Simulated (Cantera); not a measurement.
An adiabatic, constant-pressure homogeneous reactor starts with CH₃OH : O₂ : N₂ = 1 : 1.15 : 4.34 (molar parts), equivalence ratio 1.3, at 1248 K and 0.350 bar. Integrator tolerance rtol = 1e-08.

Detailed kinetics in Cantera: GRI-Mech 3.0 (53 species, 325 reactions). GRI-Mech 3.0 was tuned for natural gas; its chemistry of methanol as a main component is partial and can be far from experiment.

What does this change do: pressure from 0.350 bar to 1.00 bar?


```
quantity                                                            before                                    after
---------------------------------  ---------------------------------------  ---------------------------------------
time of steepest temperature rise                                  11.1 ms                                  4.24 ms
temperature at 0.700 s                                              2564 K                                   2626 K
equilibrium temperature                                             2564 K                                   2626 K
x(CH₃OH) at 0.700 s                  <1e-12 (gas-phase equilibrium <1e-12)    <1e-12 (gas-phase equilibrium <1e-12)
x(O₂) at 0.700 s                   0.00551 (gas-phase equilibrium 0.00551)  0.00393 (gas-phase equilibrium 0.00393)
x(CH₂CO) at 0.700 s                  <1e-12 (gas-phase equilibrium <1e-12)    <1e-12 (gas-phase equilibrium <1e-12)
x(CO₂) at 0.700 s                    0.0613 (gas-phase equilibrium 0.0613)    0.0633 (gas-phase equilibrium 0.0633)
x(OH) at 0.700 s                     0.0135 (gas-phase equilibrium 0.0135)    0.0116 (gas-phase equilibrium 0.0116)
x(HCN) at 0.700 s                  1.46e-9 (gas-phase equilibrium 1.46e-9)  3.69e-9 (gas-phase equilibrium 3.69e-9)
```

What does this change do: N2 4.34 to 9.6 parts?


```csv
quantity,before,after
time of steepest temperature rise,11.1 ms,13.9 ms
temperature at 0.700 s,2564 K,2226 K
equilibrium temperature,2564 K,2226 K
x(CH₃OH) at 0.700 s,<1e-12 (gas-phase equilibrium <1e-12),<1e-12 (gas-phase equilibrium <1e-12)
x(O₂) at 0.700 s,0.00551 (gas-phase equilibrium 0.00551),0.000224 (gas-phase equilibrium 0.000223)
x(CH₂CO) at 0.700 s,<1e-12 (gas-phase equilibrium <1e-12),<1e-12 (gas-phase equilibrium <1e-12)
x(CO₂) at 0.700 s,0.0613 (gas-phase equilibrium 0.0613),0.0436 (gas-phase equilibrium 0.0436)
x(OH) at 0.700 s,0.0135 (gas-phase equilibrium 0.0135),0.00152 (gas-phase equilibrium 0.00152)
x(HCN) at 0.700 s,1.46e-9 (gas-phase equilibrium 1.46e-9),4.93e-10 (gas-phase equilibrium 5.09e-10)
```
